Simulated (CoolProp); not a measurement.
Vapour-liquid equilibrium of n-heptane (1) + ethylbenzene (2) at 21.4 kPa; x and y are mole fractions of (1).

Values from CoolProp's multi-fluid Helmholtz-energy mixture model, Span 2003 and Zhou 2012; pair parameters Bell 2016.

| x | bubble temperature, mixture model (K) | bubble temperature, Raoult's law (K) | y, mixture model | y, Raoult's law |
|---|---|---|---|---|
| 0.05 | 355.2 | 356.7 | 0.192 | 0.150 |
| 0.125 | 350.0 | 352.6 | 0.387 | 0.328 |
| 0.2 | 345.9 | 349.0 | 0.517 | 0.465 |
| 0.275 | ___ | 345.9 | 0.610 | 0.573 |
| 0.35 | ___ | 343.0 | 0.681 | 0.659 |
| 0.425 | 337.7 | 340.4 | 0.738 | 0.729 |
| 0.5 | 335.7 | 338.0 | 0.784 | 0.787 |
| 0.575 | 334.0 | 335.9 | 0.825 | 0.835 |
| 0.65 | 332.4 | 333.9 | 0.860 | 0.875 |
| 0.725 | ___ | 332.0 | 0.893 | 0.910 |
| 0.8 | 329.6 | 330.3 | 0.924 | 0.939 |
| 0.875 | 328.3 | 328.7 | 0.953 | 0.965 |
| 0.95 | 327.0 | 327.2 | 0.981 | 0.987 |

### Question
Complete the blanks.

### Answer

- 0.275, bubble temperature, mixture model (K): 342.6
- 0.35, bubble temperature, mixture model (K): 340.0
- 0.725, bubble temperature, mixture model (K): 330.9

The largest gap from Raoult's law is -3.3 K in bubble temperature, at x = 0.275. No azeotrope shows between x = 0.05 and 0.95.

The pair parameters rest on a limited set of measurements; away from them the model extrapolates.
